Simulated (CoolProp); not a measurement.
Dry air along the isobar 1.95 MPa: Z from the reference equation and from simpler models built on Tc = -140.6 °C, pc = 3.786 MPa, ω = 0.034; each cubic takes its own stable root.

Model: reference Helmholtz-energy equation of state, Lemmon 2000, in CoolProp. It is a pseudo-pure fit of the blend.

| T (°C) | phase | reference | van der Waals | Redlich-Kwong | Soave-Redlich-Kwong | Peng-Robinson |
|---|---|---|---|---|---|---|
| -163.45 | liquid | 0.08678 | 0.1241 | 0.08815 | 0.08821 | 0.07793 |
| -134.35 | gas | 0.8304 | 0.8438 | 0.8292 | 0.8297 | 0.8121 |
| -105.25 | gas | 0.9144 | 0.9104 | 0.9115 | 0.9143 | 0.8998 |
| -76.15 | gas | 0.9522 | 0.9439 | 0.9492 | 0.9535 | 0.9414 |
| -47.05 | gas | 0.9725 | 0.9633 | 0.9696 | 0.9746 | 0.9644 |
| -17.95 | gas | 0.9845 | 0.9754 | 0.9816 | 0.9870 | 0.9783 |
| 11.15 | gas | 0.9921 | 0.9835 | 0.9891 | 0.9947 | 0.9871 |
| 40.35 | gas | 0.9970 | 0.9890 | 0.9941 | 0.9996 | 0.9930 |
